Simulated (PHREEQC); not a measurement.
Solution (25 °C): 6.3 mmol/kgw CuCl2, 0.085 mmol/kgw HBF4 and 0.29 mmol/kgw Na2SO4. Closed to the air; pH follows from the charge balance.

Computed with PHREEQC (ion-association model, phreeqc.dat).

Task: The ionic strength comes out as 0.0194 mol/kgw. What activity coefficients do H+, SO4-2, Cl-, CuF+, F- get?

Result: H+ 0.89, SO4-2 0.59, Cl- 0.87, CuF+ 0.87, F- 0.87.

No solid was allowed to form. Real BF4- forms and hydrolyses slowly; the run takes it at equilibrium.
